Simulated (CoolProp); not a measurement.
The numbers come from the reference Helmholtz-energy equation of state, Tillner-Roth 1997 in CoolProp.

For CH2F2 (R32), give the phase and the cv (kJ/(kg K)), expansivity (1/kK), Prandtl number at 384.8 K and 5.16 MPa; 414.9 K and 5.16 MPa.


- 384.8 K and 5.16 MPa: gas; cv 0.967, expansivity 7.55, Prandtl number 0.988
- 414.9 K and 5.16 MPa: gas; cv 0.955, expansivity 5.05, Prandtl number 0.847

Viscosity comes from a separate model (Bell 2016), an estimate that may be off by 10 % or more. Thermal conductivity comes from a separate model (Huber 2003), an estimate that may be off by 10 % or more.
